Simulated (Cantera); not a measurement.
**Low-pressure radical oxidation in H2/O2**

A perfectly stirred reactor is fed with H2 : O2 : N2 = 0.19 : 1 : 4.1 (molar parts), equivalence ratio 0.095, at 0.00690 bar; it is held at 1425 K, and followed from long to short residence time.

Detailed kinetics in Cantera: the H2/O2 subset of GRI-Mech 3.0, which has no nitrogen chemistry. Radical loss at walls, strong at low pressure, is not modelled. The temperature is held fixed by assumption; the heat of reaction is taken as removed at once.

```json
[
 {"τ (s)": "11", "x H2": "0.000268", "x O2": "0.172", "x H": "0.000516", "x OH": "0.00152", "x O": "0.00269"},
 {"τ (s)": "4.9", "x H2": "0.000428", "x O2": "0.171", "x H": "0.00106", "x OH": "0.00192", "x O": "0.00436"},
 {"τ (s)": "2.2", "x H2": "0.000649", "x O2": "0.170", "x H": "0.00203", "x OH": "0.00235", "x O": "0.00674"},
 {"τ (s)": "1.0", "x H2": "0.000913", "x O2": "0.168", "x H": "0.00347", "x OH": "0.00277", "x O": "0.00970"},
 {"τ (s)": "0.46", "x H2": "0.00118", "x O2": "0.167", "x H": "0.00517", "x OH": "0.00312", "x O": "0.0127"},
 {"τ (s)": "0.21", "x H2": "0.00141", "x O2": "0.166", "x H": "0.00674", "x OH": "0.00337", "x O": "0.0152"},
 {"τ (s)": "0.094", "x H2": "0.00163", "x O2": "0.165", "x H": "0.00788", "x OH": "0.00353", "x O": "0.0168"},
 {"τ (s)": "0.043", "x H2": "0.00191", "x O2": "0.165", "x H": "0.00855", "x OH": "0.00367", "x O": "0.0174"},
 {"τ (s)": "0.019", "x H2": "0.00243", "x O2": "0.165", "x H": "0.00897", "x OH": "0.00384", "x O": "0.0172"},
 {"τ (s)": "0.0088", "x H2": "0.00343", "x O2": "0.166", "x H": "0.00919", "x OH": "0.00407", "x O": "0.0162"},
 {"τ (s)": "0.0040", "x H2": "0.00549", "x O2": "0.168", "x H": "0.00917", "x OH": "0.00436", "x O": "0.0143"}
]
```
x: mole fraction; the columns are a selection and need not sum to one.
